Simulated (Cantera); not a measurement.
Thermodynamics of fluorocarbon and chlorocarbon gases, feed CH3Cl + CH4 + H2

Input: 1 mol CH3Cl, 0.02 mol CH4, 2.5 mol H2, equilibrated at 477 °C and 13.5 Torr.

These are equilibrium values from Cantera (NASA tables, ideal gas, pure condensed phases), not measurements of a reactor. Candidate condensed phases: C, C6H6, C7H8, C8H18; 91 gas species. Equilibrium is a limit: real reactors are often held back by kinetics, nucleation or transport.

```
Property            Value
--------------  ---------
x(H2)               0.741
x(HCl)              0.227
x(CH4)             0.0316
n(C(graphite))  0.881 mol
gas amount      4.401 mol
```
